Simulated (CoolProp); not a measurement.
cis-2-butene along the isobar 4.76 MPa: fugacity coefficient from the reference equation and from simpler models built on Tc = 162.6 °C, pc = 4.236 MPa, ω = 0.202; each cubic takes its own stable root.

Computed with CoolProp (reference Helmholtz-energy equation of state, Lemmon 2005). It is a short technical equation, of lower accuracy than the large ones.

```json
[
 {"T (°C)": "65.05", "phase": "liquid", "reference": "0.1394"},
 {"T (°C)": "69.25", "phase": "liquid", "reference": "0.1525"},
 {"T (°C)": "73.45", "phase": "liquid", "reference": "0.1663"},
 {"T (°C)": "77.65", "phase": "liquid", "reference": "0.1809"},
 {"T (°C)": "81.85", "phase": "liquid", "reference": "0.1961"},
 {"T (°C)": "86.05", "phase": "liquid", "reference": "0.2121"},
 {"T (°C)": "90.15", "phase": "liquid", "reference": "0.2284"},
 {"T (°C)": "94.35", "phase": "liquid", "reference": "0.2458"},
 {"T (°C)": "98.55", "phase": "liquid", "reference": "0.2638"},
 {"T (°C)": "102.75", "phase": "liquid", "reference": "0.2825"},
 {"T (°C)": "106.95", "phase": "liquid", "reference": "0.3019"},
 {"T (°C)": "111.15", "phase": "liquid", "reference": "0.3218"},
 {"T (°C)": "115.25", "phase": "liquid", "reference": "0.3418"},
 {"T (°C)": "119.45", "phase": "liquid", "reference": "0.3629"},
 {"T (°C)": "123.65", "phase": "liquid", "reference": "0.3844"},
 {"T (°C)": "127.85", "phase": "liquid", "reference": "0.4064"}
]
```

How far does each simpler model (Redlich-Kwong, Peng-Robinson) lie from the reference over these 16 states: mean and median of the absolute difference, and the worst?


- Redlich-Kwong: mean 17.7 %, median 17.3 %, worst +27.3 % at 65.05 °C and 4.76 MPa
- Peng-Robinson: mean 0.1 %, median 0.1 %, worst -0.3 % at 127.85 °C and 4.76 MPa
